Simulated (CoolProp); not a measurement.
A Linde-Hampson liquefier for normal hydrogen: isothermal reversible compression at 300 K from 1 atm to 30 MPa, throttling to 1 atm, return gas leaving the recuperator 2 K below the feed. Each further row changes one setting.

Values from CoolProp's reference Helmholtz-energy equation of state, Leachman 2009.

```json
[
 {"case": "as stated", "compression work (kJ/kg of gas)": "7270"},
 {"case": "high pressure 60 MPa", "compression work (kJ/kg of gas)": "8360"},
 {"case": "warm-end temperature 330 K", "compression work (kJ/kg of gas)": "7970"},
 {"case": "warm-end gap 7 K", "compression work (kJ/kg of gas)": "7270"}
]
```
